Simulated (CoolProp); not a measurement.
Properties of ammonia along the isotherm 488.1 K.

Values from CoolProp's reference Helmholtz-energy equation of state, Gao 2020.

```tsv
p (MPa)	phase	Z	cp (kJ/(kg K))	Joule-Thomson coefficient (K/MPa)	conductivity (mW/(m K))	Prandtl number
2.13	gas	0.9642	2.605	5.897	52.7	0.862
4.26	gas	0.9274	2.796	5.756	54.7	0.897
6.39	gas	0.8894	3.019	5.602	57.2	0.936
8.52	gas	0.8503	3.279	5.430	60.3	0.980
10.7	gas	0.8092	3.593	5.231	64.2	1.03
12.8	supercritical	0.7687	3.952	5.011	68.7	1.09
14.9	supercritical	0.7278	4.375	4.757	74.4	1.16
17	supercritical	0.6870	4.866	4.462	81.2	1.24
```

Viscosity comes from a separate model (Fenghour 1995). Thermal conductivity comes from a separate model (Tufeu 1984).
